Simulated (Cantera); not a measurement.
Feed: 1 mol SiCl₄, a varied amount of NH₃, held at 0.720 bar.

Cantera equilibrium calculation (NASA polynomials, part measured and part estimated; ideal gas, pure solids and liquids). Candidate condensed phases: NH₄Cl, Si, Si₃N₄; 28 gas species. The tables' values for SiCl₃ are old estimates. The numbers say what is thermodynamically allowed, not how fast it happens.

Stable condensed phases, one row left out:

```
T in °C \ n(NH₃) in mol
         0.47 0.59 0.75 0.95  1.2  1.5  1.9  2.4  3.1  3.9
   1602     A    A    A    A    A    A    A    A    A    B
   1527     A    A    A    A    A    A    A    B    B    B
   1452     A    A    A    A    B    B    B    B    B    B
   1377     A    B    B    B    B    B    B    B    B    B
   1227     B    B    B    B    B    B    B    B    B    B
   1152     B    B    B    B    B    B    B    B    B    B
   1077     B    B    B    B    B    B    B    B    B    B
   1002     B    B    B    B    B    B    B    B    B    B
    927     B    B    B    B    B    B    B    B    B    B
    852     B    B    B    B    B    B    B    B    B    B
    777     B    B    B    B    B    B    B    B    B    B
    702     B    B    B    B    B    B    B    B    B    B
    627     B    B    B    B    B    B    B    B    B    B
```

A: gas only; B: Si₃N₄.

Give the row for 1302 °C.

0.47: Si₃N₄; 0.59: Si₃N₄; 0.75: Si₃N₄; 0.95: Si₃N₄; 1.2: Si₃N₄; 1.5: Si₃N₄; 1.9: Si₃N₄; 2.4: Si₃N₄; 3.1: Si₃N₄; 3.9: Si₃N₄.
